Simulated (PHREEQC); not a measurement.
Consider water at 25 °C with 1.1 mmol/kgw TMAH. Closed to the air; pH follows from the charge balance.

Equilibrium calculation in PHREEQC: ion-association model, phreeqc.dat.

No solid was allowed to form.

**Question.** Predict the pH.

**Answer.** pH 11.02.

(CH3)4N+ isn't in the database: it is added as a free cation with an ion size of 4 Å.
